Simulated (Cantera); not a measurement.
SiH2Cl2 + H2O (silicon oxide and oxynitride deposition)

A closed system holds: 1 mol SiH2Cl2, a varied amount of H2O, at 1625 K and 10.0 Torr.

Method: chemical equilibrium by Gibbs-energy minimisation in Cantera with the NASA 1993 tables (ideal gas, pure condensed phases). Candidate condensed phases: H2O, Si, SiO2; 30 gas species. The tables hold silica as quartz up to 1696 K and as liquid above; real silica turns to tridymite and cristobalite and melts near 1996 K. Kinetics and transport are ignored.

From 2 mol H2O to 10 mol H2O the condensed part is SiO2(β-quartz). The main Si-bearing gas is SiO throughout.

```json
[
 {"n(H2O) (mol)": "2", "x H2O": "0.00137", "x HCl": "0.499", "x H2": "0.498", "x SiO": "0.00130", "x H": "0.000431", "x Cl": "0.000340", "x OH": "5.00e-8", "x SiCl2": "2.98e-5", "n SiO2(β-quartz)": "0.995"},
 {"n(H2O) (mol)": "2.4", "x H2O": "0.0909", "x HCl": "0.454", "x H2": "0.454", "x SiO": "1.79e-5", "x H": "0.000412", "x Cl": "0.000324", "x OH": "3.47e-6", "x SiCl2": "5.12e-9", "n SiO2(β-quartz)": "1.000"},
 {"n(H2O) (mol)": "2.8", "x H2O": "0.167", "x HCl": "0.416", "x H2": "0.416", "x SiO": "8.97e-6", "x H": "0.000394", "x Cl": "0.000310", "x OH": "6.64e-6", "x SiCl2": "1.17e-9", "n SiO2(β-quartz)": "1.000"},
 {"n(H2O) (mol)": "3.3", "x H2O": "0.245", "x HCl": "0.377", "x H2": "0.377", "x SiO": "5.52e-6", "x H": "0.000375", "x Cl": "0.000295", "x OH": "1.03e-5", "x SiCl2": "4.03e-10", "n SiO2(β-quartz)": "1.000"},
 {"n(H2O) (mol)": "3.9", "x H2O": "0.322", "x HCl": "0.339", "x H2": "0.339", "x SiO": "3.78e-6", "x H": "0.000356", "x Cl": "0.000280", "x OH": "1.42e-5", "x SiCl2": "1.69e-10", "n SiO2(β-quartz)": "1.000"},
 {"n(H2O) (mol)": "4.5", "x H2O": "0.384", "x HCl": "0.307", "x H2": "0.308", "x SiO": "2.87e-6", "x H": "0.000339", "x Cl": "0.000267", "x OH": "1.78e-5", "x SiCl2": "8.87e-11", "n SiO2(β-quartz)": "1.000"},
 {"n(H2O) (mol)": "5.3", "x H2O": "0.452", "x HCl": "0.274", "x H2": "0.274", "x SiO": "2.17e-6", "x H": "0.000320", "x Cl": "0.000252", "x OH": "2.22e-5", "x SiCl2": "4.53e-11", "n SiO2(β-quartz)": "1.000"},
 {"n(H2O) (mol)": "6.3", "x H2O": "0.518", "x HCl": "0.241", "x H2": "0.241", "x SiO": "1.67e-6", "x H": "0.000300", "x Cl": "0.000236", "x OH": "2.72e-5", "x SiCl2": "2.35e-11", "n SiO2(β-quartz)": "1.000"},
 {"n(H2O) (mol)": "7.3", "x H2O": "0.570", "x HCl": "0.215", "x H2": "0.215", "x SiO": "1.35e-6", "x H": "0.000283", "x Cl": "0.000223", "x OH": "3.16e-5", "x SiCl2": "1.38e-11", "n SiO2(β-quartz)": "1.000"},
 {"n(H2O) (mol)": "8.6", "x H2O": "0.622", "x HCl": "0.188", "x H2": "0.189", "x SiO": "1.09e-6", "x H": "0.000265", "x Cl": "0.000209", "x OH": "3.69e-5", "x SiCl2": "7.81e-12", "n SiO2(β-quartz)": "1.000"},
 {"n(H2O) (mol)": "10", "x H2O": "0.666", "x HCl": "0.166", "x H2": "0.167", "x SiO": "8.97e-7", "x H": "0.000249", "x Cl": "0.000196", "x OH": "4.20e-5", "x SiCl2": "4.69e-12", "n SiO2(β-quartz)": "1.000"}
]
```
x: gas mole fraction; n: condensed amount in mol.
